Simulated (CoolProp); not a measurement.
n-undecane at several states: fugacity coefficient from the reference equation and from simpler models built on Tc = 365.7 °C, pc = 19.90 bar, ω = 0.539; each cubic takes its own stable root.

Model: reference Helmholtz-energy equation of state, Aleksandrov 2011, in CoolProp. It is a short technical equation, of lower accuracy than the large ones.

| T (°C) | p (bar) | phase | reference | van der Waals | Redlich-Kwong | Soave-Redlich-Kwong | Peng-Robinson |
|---|---|---|---|---|---|---|---|
| 138.45 | 7.05 | liquid | 0.02824 | 0.3463 | 0.1185 | 0.02817 | 0.02896 |
| 137.35 | 1.99 | liquid | 0.09305 | 0.9173 | 0.3916 | 0.09219 | 0.09529 |
| 163.65 | 0.478 | liquid | 0.8643 | 0.9827 | 0.9765 | 0.8691 | 0.8841 |

At some of these states van der Waals, Redlich-Kwong gives the other phase, because its saturation line lies elsewhere.
